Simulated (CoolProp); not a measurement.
Acetone along the isotherm 242.05 °C: fugacity coefficient from the reference equation and from simpler models built on Tc = 235.0 °C, pc = 4692 kPa, ω = 0.307; each cubic takes its own stable root.

Values from CoolProp's reference Helmholtz-energy equation of state, Lemmon 2006. It is a short technical equation, of lower accuracy than the large ones.

```tsv
p (kPa)	phase	reference	van der Waals	Soave-Redlich-Kwong	Peng-Robinson
5870	supercritical	0.5553	0.6144	0.5951	0.5716
11700	supercritical	0.3302	0.4067	0.3772	0.3543
17600	supercritical	0.2557	0.3458	0.3060	0.2818
23500	supercritical	0.2212	0.3264	0.2754	0.2489
29300	supercritical	0.2032	0.3256	0.2621	0.2329
35200	supercritical	0.1935	0.3362	0.2580	0.2253
41100	supercritical	0.1889	0.3552	0.2599	0.2233
46900	supercritical	0.1879	0.3812	0.2660	0.2251
```
